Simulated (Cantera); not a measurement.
# Equilibrium for silicon oxide and oxynitride deposition: TEOS + O2 + H2

Charge: 1 mol TEOS, 1.5 mol O2, a varied amount of H2, held at 1998.15 K and 263 Torr.

Equilibrium computed with Cantera from the NASA thermochemical tables; the gas is ideal and each condensed phase is pure. Candidate condensed phases: C, C6H6, C7H8, C8H18, H2O, Si, SiC, SiO2; 123 gas species. The feed counts by its element totals alone. Equilibrium is a limit: real reactors are often held back by kinetics, nucleation or transport.

From 0.95 mol H2 to 59 mol H2 the condensed part is C(graphite) + SiC(s). At 93 mol H2 the condensed part is SiC(s). The main Si-bearing gas is SiO throughout.

| n(H2) (mol) | x H2 | x CO | x SiO | x H | x C2H2 (acetylene) | x CH4 | x H2O | n C(graphite) | n SiC(s) |
|---|---|---|---|---|---|---|---|---|---|
| 0.95 | 0.608 | 0.386 | 0.00358 | 0.00212 | 0.000461 | 5.51e-5 | 9.69e-6 | 0.111 | 0.935 |
| 1.5 | 0.619 | 0.375 | 0.00347 | 0.00214 | 0.000470 | 5.73e-5 | 9.58e-6 | 0.110 | 0.935 |
| 2.4 | 0.637 | 0.357 | 0.00331 | 0.00217 | 0.000483 | 6.05e-5 | 9.40e-6 | 0.109 | 0.935 |
| 3.7 | 0.659 | 0.335 | 0.00310 | 0.00220 | 0.000500 | 6.49e-5 | 9.12e-6 | 0.107 | 0.935 |
| 5.9 | 0.692 | 0.303 | 0.00281 | 0.00226 | 0.000525 | 7.14e-5 | 8.65e-6 | 0.103 | 0.935 |
| 9.4 | 0.732 | 0.262 | 0.00243 | 0.00232 | 0.000556 | 8.00e-5 | 7.94e-6 | 0.0975 | 0.935 |
| 15 | 0.778 | 0.216 | 0.00201 | 0.00239 | 0.000591 | 9.05e-5 | 6.96e-6 | 0.0883 | 0.935 |
| 23 | 0.822 | 0.173 | 0.00161 | 0.00246 | 0.000624 | 0.000101 | 5.88e-6 | 0.0750 | 0.935 |
| 37 | 0.867 | 0.128 | 0.00119 | 0.00253 | 0.000658 | 0.000112 | 4.60e-6 | 0.0519 | 0.935 |
| 59 | 0.905 | 0.0911 | 0.000845 | 0.00258 | 0.000686 | 0.000122 | 3.41e-6 | 0.0154 | 0.935 |
| 93 | 0.933 | 0.0629 | 0.000672 | 0.00262 | 0.000615 | 0.000121 | 2.60e-6 | 0 | 0.924 |
x: gas mole fraction; n: condensed amount in mol.
